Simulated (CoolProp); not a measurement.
Vapour-liquid equilibrium of R114 (1) + n-pentane (2) at 0.348 MPa; x and y are mole fractions of (1).

The numbers come from the multi-fluid Helmholtz-energy mixture model, Platzer 1990 and Thol 2019; pair parameters Bell 2016 in CoolProp. This equation is an older, rougher fit; its heat capacities, sound speeds and derivatives of the liquid may be far off and weren't checked against measurements.

| x | bubble temperature (°C) | y at the bubble point | dew temperature at overall composition x (°C) | liquid density (mol/L) |
|---|---|---|---|---|
| 0.05 | 73.0 | 0.149 | 76.2 | 7.876 |
| 0.15 | (withheld) | 0.365 | 72.9 | 7.956 |
| 0.25 | 59.5 | 0.508 | 69.5 | 8.009 |
| 0.35 | (withheld) | 0.610 | 65.8 | 8.045 |
| 0.45 | 51.8 | 0.687 | 61.9 | 8.071 |
| 0.55 | 49.1 | 0.750 | 57.8 | 8.092 |
| 0.65 | 46.8 | 0.806 | 53.4 | 8.113 |
| 0.75 | 44.9 | 0.858 | 49.1 | 8.135 |
| 0.85 | 43.2 | (withheld) | (withheld) | 8.162 |
| 0.95 | 41.7 | 0.968 | 42.1 | (withheld) |

### Question
Complete the blanks.

### Answer

- 0.15, bubble temperature (°C): 65.3
- 0.35, bubble temperature (°C): 55.2
- 0.85, y at the bubble point: 0.911
- 0.85, dew temperature at overall composition x (°C): 45.2
- 0.95, liquid density (mol/L): 8.195

No azeotrope shows between x = 0.05 and 0.95.

The pair parameters rest on a limited set of measurements; away from them the model extrapolates.
